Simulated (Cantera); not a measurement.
Charge: 1 mol SiHCl₃, 26 mol N₂, 0.43 mol NH₃, equilibrated at 0.100 bar.

Equilibrium computed with Cantera from the NASA thermochemical tables; the gas is ideal and each condensed phase is pure. Candidate condensed phases: NH₄Cl, Si, Si₃N₄; 28 gas species. The tables' values for SiCl₃ are old estimates; treat these amounts as uncertain. Kinetics and transport are ignored. All values below are at 1573 K.

Base state: N₂ 0.911, HCl 0.0561, SiCl₂ 0.0142, H₂ 0.0121, SiCl₃ 0.00363, SiCl₄ 0.00245, SiHCl₃ 7.03e-5, Cl 5.21e-5 (mole fractions); condensed: Si₃N₄(s).

Question: What changes in the equilibrium state with this change: NH₃ from 0.43 to 0.85 mol?

Answer: 
| species | before | after |
|---|---|---|
| N₂ | 0.911 | 0.890 |
| HCl | 0.0561 | 0.0696 |
| H₂ | 0.0121 | 0.0259 |
| SiCl₂ | 0.0142 | 0.0104 |
| SiCl₄ | 0.00245 | 0.00130 |
| SiCl₃ | 0.00363 | 0.00226 |
| H | 1.42e-5 | 2.07e-5 |
| Cl | 5.21e-5 | 4.42e-5 |
| Si₃N₄(s), mol | 0.141 | 0.197 |
